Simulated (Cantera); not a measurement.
A perfectly stirred reactor is fed with CO : H2 : O2 : N2 = 1 : 0.18 : 0.421 : 1.58 (molar parts), equivalence ratio 1.4, at 0.940 bar; it is adiabatic with a 423 K inlet, and is followed from long to short residence time, starting on the burning branch (τ in s: 0.12, 0.049, 0.019, 0.0075, 0.0029, 0.0011, 0.00045, 0.00018, 6.9e-05, 2.7e-05, 1.1e-05, 4.1e-06).

Detailed kinetics in Cantera: GRI-Mech 3.0 (53 species, 325 reactions).

### Question
Predict: blow-out, bracketed by the residence times tried; x(CO) at τ = 0.120 s; x(H2) at τ = 0.120 s; x(O2) at τ = 0.120 s; x(H) at τ = 0.120 s; x(CO2) at τ = 0.120 s; x(CO) at τ = 0.450 ms; x(H2) at τ = 0.450 ms; x(O2) at τ = 0.450 ms; x(H) at τ = 0.450 ms; x(CO2) at τ = 0.450 ms.

### Answer
| Property | Value |
|---|---|
| blow-out, bracketed by the residence times tried | burning at 69.0 µs, out at 27.0 µs |
| x(CO) at τ = 0.120 s | 0.127 |
| x(H2) at τ = 0.120 s | 0.00521 |
| x(O2) at τ = 0.120 s | 0.00347 |
| x(H) at τ = 0.120 s | 0.00171 |
| x(CO2) at τ = 0.120 s | 0.233 |
| x(CO) at τ = 0.450 ms | 0.167 |
| x(H2) at τ = 0.450 ms | 0.00867 |
| x(O2) at τ = 0.450 ms | 0.0270 |
| x(H) at τ = 0.450 ms | 0.0206 |
| x(CO2) at τ = 0.450 ms | 0.176 |
